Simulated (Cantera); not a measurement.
Charge: 1 mol HMDSO, 0.11 mol CO2, 0.68 mol H2, at 823 K and 1.33 mbar.

Cantera equilibrium calculation (NASA polynomials, part measured and part estimated; ideal gas, pure solids and liquids). The feed counts by its element totals alone. The numbers say what is thermodynamically allowed, not how fast it happens.

| species | before | after |
|---|---|---|
| H2 | 0.999 | 0.888 |
| CO | 3.50e-8 | 0.112 |
| SiO | <1e-9 | 8.31e-5 |
| CH4 | 0.00124 | 8.27e-6 |
| H | <1e-9 | 2.86e-5 |
| C(graphite), mol | 4.71 | 2.89 |
| SiC(s), mol | 1.39 | 2.00 |
| SiO2(α-quartz), mol | 0.610 | 0 |
Gas species are given as mole fractions.

**Question.** What was changed between the two runs?
(A) pressure from 1.33 mbar to 6.90 Pa
(B) temperature from 823 K to 1848.15 K
(C) temperature from 823 K to 1300 K
(D) temperature from 823 K to 2073 K

**Answer.** C, temperature from 823 K to 1300 K
